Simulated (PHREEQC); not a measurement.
Na2SO4 is added in steps, without added water, to 1 kg of water holding 0.014 mol NaHCO3, at 25 °C. O2 is buffered at 0.21 atm. No CO2 enters from the air. The run lets Mirabilite, Nahcolite, Natron precipitate or redissolve, and no other solid.

Base run: PHREEQC, ion-association model, wateq4f.dat. Each further column changes one thing. The table gives NaSO4- (mol/kgw).

```
Na2SO4 added (mol)      base  database phreeqc.dat  Davies equation for every ion  Debye-Hückel limiting law
------------------  --------  --------------------  -----------------------------  -------------------------
0                          0                     0                              0                          0
0.0021              0.000104              0.000104                       0.000103                    9.29e-5
0.0042              0.000238              0.000238                       0.000236                 (withheld)
0.00735             0.000488              0.000488                       0.000483                 (withheld)
0.00945             0.000683              0.000684                       0.000677                 (withheld)
0.01155             0.000898              0.000899                       0.000891                   0.000709
0.01365              0.00113               0.00113                        0.00112                   0.000872
0.0168               0.00152               0.00152                        0.00151                    0.00113
0.0189               0.00179               0.00180                        0.00178                    0.00130
0.021                0.00208               0.00209                        0.00208                    0.00148
```

Q: Complete the blanks.

A: 
- 0.0042, Debye-Hückel limiting law: 0.000206
- 0.00735, Debye-Hückel limiting law: 0.000405
- 0.00945, Debye-Hückel limiting law: 0.000553

 phreeqc.dat and wateq4f.dat share most of their constants, so their agreement is no independent check.
